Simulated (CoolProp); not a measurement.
Properties of n-undecane along the isobar 0.885 MPa (Tc = 638.8 K, pc = 1.990 MPa, ω = 0.539).

Computed with CoolProp (reference Helmholtz-energy equation of state, Aleksandrov 2011). It is a short technical equation, of lower accuracy than the large ones.

| T (K) | phase | density (kg/m³) | cv (kJ/(kg K)) | Joule-Thomson coefficient (K/MPa) | isothermal compressibility (1/MPa) | fugacity coefficient |
|---|---|---|---|---|---|---|
| 536.1 | liquid | 533.5 | 2.703 | 0.1026 | 0.01011 | 0.4077 |
| 544.5 | liquid | 523.5 | 2.732 | 0.1663 | 0.01170 | 0.4631 |
| 552.9 | liquid | 512.8 | 2.761 | 0.2440 | 0.01372 | ___ |
| 561.3 | liquid | 501.4 | 2.790 | 0.3414 | 0.01638 | 0.5862 |
| 569.6 | liquid | 489.3 | 2.819 | 0.4660 | 0.01997 | 0.6528 |
| 578 | liquid | 475.9 | 2.848 | 0.6370 | 0.02519 | 0.7238 |
| 586.4 | gas | 40.77 | 2.861 | 20.86 | 1.841 | 0.7684 |
| 594.8 | gas | 38.82 | ___ | 18.28 | 1.723 | 0.7810 |
| 603.2 | gas | 37.19 | 2.888 | 16.31 | 1.638 | 0.7927 |
| 611.6 | gas | 35.80 | 2.905 | 14.74 | 1.574 | 0.8034 |
| 620 | gas | 34.58 | 2.922 | 13.46 | 1.524 | ___ |

### Question
Complete the blanks.

### Answer

- 552.9, fugacity coefficient: 0.5226
- 594.8, cv (kJ/(kg K)): 2.874
- 620, fugacity coefficient: 0.8134
